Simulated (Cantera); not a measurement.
Feed: 1 mol SiCl₄, 0.11 mol HCl, 15 mol H₂, equilibrated at 1775 K and 2.30 mbar.

These are equilibrium values from Cantera (NASA tables, ideal gas, pure condensed phases), not measurements of a reactor. Candidate condensed phases: Si; 19 gas species. The tables' values for SiCl, SiCl₃ are old estimates; treat these amounts as uncertain. Gases not in the tables: Si₂H₆ and higher silanes. Equilibrium is a limit: real reactors are often held back by kinetics, nucleation or transport.

Question: What is the equilibrium state?

Answer: 
| Property | Value |
|---|---|
| x(H₂) | 0.811 |
| x(HCl) | 0.124 |
| x(SiCl₂) | 0.0564 |
| x(H) | 0.00544 |
| x(Si) | 0.000881 |
| x(Cl) | 0.000641 |
| x(SiCl) | 0.000587 |
| x(SiCl₃) | 0.000211 |
| x(SiH) | 4.67e-5 |
| gas amount | 17.18 mol |
| log10 activity of Si(l) (absent) | -0.03 |
